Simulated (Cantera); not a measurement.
A closed system holds: 1 mol HMDSO, a varied amount of N2O, 2 mol N2, held at 1173.15 K and 20.0 Pa.

These are equilibrium values from Cantera (NASA tables, ideal gas, pure condensed phases), not measurements of a reactor. Candidate condensed phases: C, C6H6, C7H8, C8H18, H2O, Si, SiC, SiO2, Si2N2O, Si3N4; 151 gas species. The feed counts by its element totals alone. Mutual solubility and eutectic melting of coexisting phases are not modelled. The tables hold silica as quartz up to 1696 K and as liquid above; real silica turns to tridymite and cristobalite and melts near 1996 K. Rates play no part.

**Question.** Which condensed phases are stable at each of these points (n(N2O) (mol)): 0.15, 0.23, 0.35, 0.54, 0.84, 1.3, 2, 3.1, 4.8, 7.3?

**Answer.** 
```json
[
 {"n(N2O) (mol)": "0.15", "condensed phases": "C(graphite) + Si2N2O(s)", "Si condensed (%)": "100.0"},
 {"n(N2O) (mol)": "0.23", "condensed phases": "C(graphite) + Si2N2O(s)", "Si condensed (%)": "100.0"},
 {"n(N2O) (mol)": "0.35", "condensed phases": "C(graphite) + Si2N2O(s)", "Si condensed (%)": "100.0"},
 {"n(N2O) (mol)": "0.54", "condensed phases": "C(graphite) + Si2N2O(s)", "Si condensed (%)": "100.0"},
 {"n(N2O) (mol)": "0.84", "condensed phases": "C(graphite) + Si2N2O(s)", "Si condensed (%)": "100.0"},
 {"n(N2O) (mol)": "1.3", "condensed phases": "C(graphite) + Si2N2O(s)", "Si condensed (%)": "100.0"},
 {"n(N2O) (mol)": "2", "condensed phases": "C(graphite) + Si2N2O(s)", "Si condensed (%)": "100.0"},
 {"n(N2O) (mol)": "3.1", "condensed phases": "C(graphite) + Si2N2O(s)", "Si condensed (%)": "100.0"},
 {"n(N2O) (mol)": "4.8", "condensed phases": "C(graphite) + Si2N2O(s)", "Si condensed (%)": "100.0"},
 {"n(N2O) (mol)": "7.3", "condensed phases": "SiO2(β-quartz) + Si2N2O(s)", "Si condensed (%)": "100.0"}
]
```

From 0.15 mol N2O to 4.8 mol N2O the condensed part is C(graphite) + Si2N2O(s). At 7.3 mol N2O the condensed part is SiO2(β-quartz) + Si2N2O(s).
